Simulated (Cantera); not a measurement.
Charge: 1 mol Si, 0.7 mol N2O, 9.3 mol H2, at 3.23 Torr.

Cantera equilibrium calculation (NASA polynomials, part measured and part estimated; ideal gas, pure solids and liquids). Candidate condensed phases: H2O, Si, SiO2, Si2N2O, Si3N4; 35 gas species. Mutual solubility and eutectic melting of coexisting phases are not modelled. The tables hold silica as quartz up to 1696 K and as liquid above; real silica turns to tridymite and cristobalite and melts near 1996 K. Gases not in the tables: Si2H6 and higher silanes. Kinetics and transport are ignored.

x: gas mole fraction; n: condensed amount in mol.

| T (°C) | x H2 | x SiO | x N2 | x H | x Si | x SiH | x H2O | n SiO2(β-quartz) | n Si2N2O(s) | n Si(l) |
|---|---|---|---|---|---|---|---|---|---|---|
| 925 | 0.972 | 3.93e-7 | 0.0279 | [?] | <1e-12 | <1e-12 | 1.64e-5 | 0.133 | 0.433 | 0 |
| 1000 | 0.972 | 7.84e-6 | 0.0279 | [?] | <1e-12 | <1e-12 | 2.08e-5 | 0.133 | 0.433 | 0 |
| 1075 | 0.972 | 0.000111 | 0.0279 | [?] | 1.80e-11 | 7.50e-12 | 2.57e-5 | 0.133 | 0.433 | 0 |
| 1150 | 0.970 | 0.00118 | 0.0282 | [?] | 6.62e-10 | 1.92e-10 | 3.11e-5 | 0.129 | 0.430 | 0 |
| 1225 | 0.959 | 0.00963 | 0.0307 | [?] | 1.60e-8 | 3.33e-9 | 3.75e-5 | 0.102 | 0.402 | 0 |
| 1300 | 0.920 | 0.0396 | 0.0396 | [?] | 3.86e-7 | 5.84e-8 | 1.97e-5 | 0 | 0.300 | 0 |
| 1375 | 0.919 | 0.0396 | 0.0396 | [?] | 3.13e-5 | 3.62e-6 | 7.01e-7 | 0 | 0.300 | 0 |
| 1450 | 0.867 | 0.0653 | 0.0653 | [?] | 0.000229 | 2.01e-5 | 3.91e-7 | 0 | 0 | 0.297 |
| 1525 | 0.864 | 0.0652 | 0.0652 | [?] | 0.000717 | 5.02e-5 | 3.01e-7 | 0 | 0 | 0.291 |

Question: Some entries are withheld; supply them.

Answer: 
- 925, x H: 2.86e-6
- 1000, x H: 1.07e-5
- 1075, x H: 3.48e-5
- 1150, x H: 9.98e-5
- 1225, x H: 0.000257
- 1300, x H: 0.000595
- 1375, x H: 0.00130
- 1450, x H: 0.00259
- 1525, x H: 0.00499
